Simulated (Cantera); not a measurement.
A freely propagating, adiabatic, planar premixed flame of C2H6 : O2 : N2 : H2O = 1 : 2.69 : 10.1 : 2 (molar parts), unburnt at 500 K and 0.158 atm; unity-Lewis-number transport, grid criteria slope 0.08 and curve 0.16, no radiation.

Cantera simulation using GRI-Mech 3.0 (53 species, 325 reactions); the numbers are that mechanism's predictions, not measurements. Unity Lewis numbers drop preferential diffusion, which matters most where H2 and H carry the flame. Burning velocities carry a grid error of a few per cent, more on coarse grids.

Predict: laminar burning velocity; thermal thickness; peak x(H); peak x(C2H).


- laminar burning velocity = 51.8 cm/s
- thermal thickness = 2.98 mm
- peak x(H) = 0.0162
- peak x(C2H) = 1.66e-6
